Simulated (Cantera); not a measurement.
**Fe(CO)5 + O2 + H2 (iron carbonyl, mercury and lead vapours)**

Input: 1 mol Fe(CO)5, 0.67 mol O2, 0.16 mol H2, held at 1050 K.

Equilibrium computed with Cantera from the NASA thermochemical tables; the gas is ideal and each condensed phase is pure. Candidate condensed phases: C, C6H6, C7H8, C8H18, Fe, Fe(CO)5, FeO, Fe(OH)2, Fe(OH)3, Fe2O3, Fe3O4, H2O; 114 gas species. Mutual solubility and eutectic melting of coexisting phases are not modelled. The tables' stoichiometric FeO is somewhat more stable than real wüstite, so its field is too wide. FeO: taken at fixed stoichiometry. Condensed phases not in the tables: cementite and carbon dissolved in iron. Rates play no part.

```tsv
P (Pa)	x CO	x CO2	x H2	x H2O	x CH4	x H	x HCOOH	x HCHO (formaldehyde)	n Fe(α)	n FeO(s)	n C(graphite)
10	0.783	0.186	0.0258	0.00519	<1e-12	1.30e-7	<1e-12	1.09e-12	0.645	0.355	0
68	0.783	0.186	0.0258	0.00519	1.25e-11	5.00e-8	2.78e-12	7.39e-12	0.645	0.355	0
460	0.783	0.186	0.0258	0.00519	5.70e-10	1.92e-8	1.88e-11	5.00e-11	0.645	0.355	0
3200	0.783	0.186	0.0258	0.00519	2.76e-8	7.28e-9	1.31e-10	3.48e-10	0.645	0.355	0
22000	0.783	0.186	0.0258	0.00519	1.30e-6	2.78e-9	9.00e-10	2.39e-9	0.645	0.355	0
150000	0.773	0.192	0.0287	0.00604	7.06e-5	1.12e-9	7.04e-9	1.79e-8	0	1.00	0.568
1000000	0.475	0.482	0.0231	0.0199	0.000307	3.90e-10	9.52e-8	5.91e-8	0	1.00	1.50
```
x: gas mole fraction; n: condensed amount in mol.

From 0.0750 Torr to 165 Torr the condensed part is Fe(α) + FeO(s). From 1130 Torr to 7500 Torr the condensed part is C(graphite) + FeO(s).
